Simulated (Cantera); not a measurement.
A perfectly stirred reactor is fed with NO : N₂ = 1 : 5.1 (molar parts), at 40.5 Torr; it is held at 2000 K, and followed from long to short residence time.

Model: GRI-Mech 3.0 (53 species, 325 reactions), integrated in Cantera.

**Question.** What does this change do: pressure from 40.5 Torr to 760 Torr?

**Answer.** 
| quantity | before | after |
|---|---|---|
| x(NO) at τ = 8.60 s | 0.0886 | 0.0323 |
| x(N₂) at τ = 8.60 s | 0.873 | 0.902 |
| x(O₂) at τ = 8.60 s | 0.0373 | 0.0657 |
| x(N₂O) at τ = 8.60 s | 2.99e-6 | 7.44e-7 |
| x(O) at τ = 8.60 s | 0.000577 | 0.000172 |
| x(NO) at τ = 62.0 ms | 0.164 | 0.159 |
| x(N₂) at τ = 62.0 ms | 0.836 | 0.839 |
| x(O₂) at τ = 62.0 ms | 0.000130 | 0.00252 |
| x(N₂O) at τ = 62.0 ms | 1.08e-5 | 1.20e-5 |
| x(O) at τ = 62.0 ms | 0.000110 | 4.97e-5 |

**Question.** What does this change do: 0.018 parts H2O added?

**Answer.** 
```json
[
 {"quantity": "x(NO) at τ = 8.60 s", "before": "0.0886", "after": "0.0850"},
 {"quantity": "x(N₂) at τ = 8.60 s", "before": "0.873", "after": "0.872"},
 {"quantity": "x(O₂) at τ = 8.60 s", "before": "0.0373", "after": "0.0388"},
 {"quantity": "x(N₂O) at τ = 8.60 s", "before": "2.99e-6", "after": "2.29e-6"},
 {"quantity": "x(O) at τ = 8.60 s", "before": "0.000577", "after": "0.000579"},
 {"quantity": "x(NO) at τ = 62.0 ms", "before": "0.164", "after": "0.163"},
 {"quantity": "x(N₂) at τ = 62.0 ms", "before": "0.836", "after": "0.834"},
 {"quantity": "x(O₂) at τ = 62.0 ms", "before": "0.000130", "after": "0.000255"},
 {"quantity": "x(N₂O) at τ = 62.0 ms", "before": "1.08e-5", "after": "7.70e-6"},
 {"quantity": "x(O) at τ = 62.0 ms", "before": "0.000110", "after": "3.85e-5"}
]
```
